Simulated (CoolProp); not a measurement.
Vapour pressure (MPa) of isopentane: the reference equation beside estimates from Tc = 187.2 °C, pc = 3.378 MPa, ω = 0.227.

Values from CoolProp's reference Helmholtz-energy equation of state, Lemmon 2006. It is a short technical equation, of lower accuracy than the large ones.

| T (°C) | reference | Lee-Kesler | van der Waals | Redlich-Kwong | Soave-Redlich-Kwong | Peng-Robinson |
|---|---|---|---|---|---|---|
| -47.95 | 0.002560 | 0.002414 | 0.08084 | 0.005606 | 0.002477 | 0.002688 |
| -31.15 | 0.007310 | 0.006970 | 0.1308 | 0.01488 | 0.007111 | 0.007525 |
| -14.45 | 0.01775 | 0.01713 | 0.1989 | 0.03359 | 0.01736 | 0.01802 |
| 2.35 | 0.03820 | 0.03731 | 0.2891 | 0.06733 | 0.03761 | 0.03844 |
| 19.15 | 0.07430 | 0.07334 | 0.4038 | 0.1224 | 0.07357 | 0.07434 |
| 35.95 | 0.1331 | 0.1324 | 0.5457 | 0.2058 | 0.1325 | 0.1327 |
| 52.75 | 0.2227 | 0.2229 | 0.7171 | 0.3247 | 0.2228 | 0.2218 |
| 69.55 | 0.3523 | 0.3540 | 0.9203 | 0.4864 | 0.3542 | 0.3510 |
| 86.25 | 0.5307 | 0.5340 | 1.156 | 0.6966 | 0.5357 | 0.5296 |
| 103.05 | 0.7707 | 0.7755 | 1.428 | 0.9647 | 0.7808 | 0.7708 |

Absolute difference from the reference over all 10 rows, mean and median: Lee-Kesler 2.0 and 1.0 %, van der Waals 776.4 and 376.7 %, Redlich-Kwong 64.8 and 59.7 %, Soave-Redlich-Kwong 1.4 and 1.1 %, Peng-Robinson 1.1 and 0.4 %.
